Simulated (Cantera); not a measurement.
A closed system holds: 1 mol B, 19 mol N2, equilibrated at 627 °C and 100 Torr.

These are equilibrium values from Cantera (NASA tables, ideal gas, pure condensed phases), not measurements of a reactor. Candidate condensed phases: B, BN; 5 gas species. N2 is the only nitrogen source here; it is nearly inert below about 1500 K, so the nitride shown seldom forms there in practice. Kinetics and transport are ignored.

What is the equilibrium state?


```
Property                             Value
-------------------------------  ---------
x(N2)                                 1.00
n(BN(s))                          1.00 mol
gas amount                       18.50 mol
log10 activity of B(s) (absent)      -9.52
```
